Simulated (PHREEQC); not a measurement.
A solution holds 0.11 mol CuSO4, 0.0027 mol H2SO4 and 0.099 mol FeCl3 per kg of water, at 25 °C. Closed to the air; pH follows from the charge balance.

All values are PHREEQC results (ion-association model, wateq4f.dat), not measurements.

Precipitation was switched off in this run.

Q: Order these Cu species by the share of Cu that they hold, largest first: Cu+2, CuCl+, CuSO4, CuCl2.

A: Cu+2 (71 %), CuSO4 (16 %), CuCl+ (12 %), CuCl2 (0.65 %)

Q: Order these Fe species by the share of Fe that they hold, largest first: Fe2(OH)2+4, Fe+3, FeSO4+, Fe(SO4)2-, FeCl+2.

A: FeSO4+ (55 %), FeCl+2 (17 %), Fe+3 (7.9 %), Fe(SO4)2- (5.5 %), Fe2(OH)2+4 (4.4 %)

The pH is 2.21 and the ionic strength 0.477 mol/kgw. Examples of supersaturated solids here: Hematite (slow to form), Goethite (slow to form). Others may be too.
